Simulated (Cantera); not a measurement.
A Cantera script and what it prints.

```python
import numpy as np
import cantera as ct

gas_names = """
    Br Br2 Si SiBr SiBr2 SiBr3 SiBr4 Si2 Si3
""".split()
cond_names = """
    Br2(cr) Br2(L) Si(cr) Si(L)
""".split()


# ... load() reads the species with a 1 bar reference pressure and builds the phases ...
atoms = {
    'Si': {'Si': 1},
    'Br2': {'Br': 2},
}
top_T = {}  # K; cautious upper limits of use, not melting points


# ... equilibrate(T, P, feed) seeds the gas with the atoms and calls Mixture.equilibrate('TP', solver="vcs", rtol=1e-11, max_steps=5000) ...
results = []
P = 310  # Pa
for T in [848, 898, 948, 998, 1048, 1098, 1148, 1198, 1248, 1298]:
    for m in [0.68, 0.95, 1.3, 1.9, 2.6, 3.7, 5.1]:
        feed = {'Si': 1, 'Br2': m}  # mol
        mix = equilibrate(T, P, feed)
        results.append((T, P, feed, dict(zip(mix.species_names, mix.species_moles))))

for T, P, feed, n in results:
    print(f"{T:7g} {feed['Br2']:10.4g}  " + (" + ".join(c for c in cond_names if n.get(c, 0) > 1e-12) or "gas only"))
```

Output:

```
    848       0.68  Si(cr)
    848       0.95  Si(cr)
    848        1.3  Si(cr)
    848        1.9  Si(cr)
    848        2.6  gas only
    848        3.7  gas only
    848        5.1  gas only
    898       0.68  Si(cr)
    898       0.95  Si(cr)
    898        1.3  Si(cr)
    898        1.9  Si(cr)
    898        2.6  gas only
    898        3.7  gas only
    898        5.1  gas only
    948       0.68  Si(cr)
    948       0.95  Si(cr)
    948        1.3  Si(cr)
    948        1.9  Si(cr)
    948        2.6  gas only
    948        3.7  gas only
    948        5.1  gas only
    998       0.68  Si(cr)
    998       0.95  Si(cr)
    998        1.3  Si(cr)
    998        1.9  Si(cr)
    998        2.6  gas only
    998        3.7  gas only
    998        5.1  gas only
   1048       0.68  Si(cr)
   1048       0.95  Si(cr)
   1048        1.3  Si(cr)
   1048        1.9  Si(cr)
   1048        2.6  gas only
   1048        3.7  gas only
   1048        5.1  gas only
   1098       0.68  Si(cr)
   1098       0.95  Si(cr)
   1098        1.3  Si(cr)
   1098        1.9  gas only
   1098        2.6  gas only
   1098        3.7  gas only
   1098        5.1  gas only
   1148       0.68  Si(cr)
   1148       0.95  Si(cr)
   1148        1.3  Si(cr)
   1148        1.9  gas only
   1148        2.6  gas only
   1148        3.7  gas only
   1148        5.1  gas only
   1198       0.68  Si(cr)
   1198       0.95  Si(cr)
   1198        1.3  Si(cr)
   1198        1.9  gas only
   1198        2.6  gas only
   1198        3.7  gas only
   1198        5.1  gas only
   1248       0.68  Si(cr)
   1248       0.95  Si(cr)
   1248        1.3  Si(cr)
   1248        1.9  gas only
   1248        2.6  gas only
   1248        3.7  gas only
   1248        5.1  gas only
   1298       0.68  Si(cr)
   1298       0.95  Si(cr)
   1298        1.3  gas only
   1298        1.9  gas only
   1298        2.6  gas only
   1298        3.7  gas only
   1298        5.1  gas only
```

Equilibrium computed with Cantera from the NASA thermochemical tables; the gas is ideal and each condensed phase is pure. The tables' values for SiBr3 are old estimates.
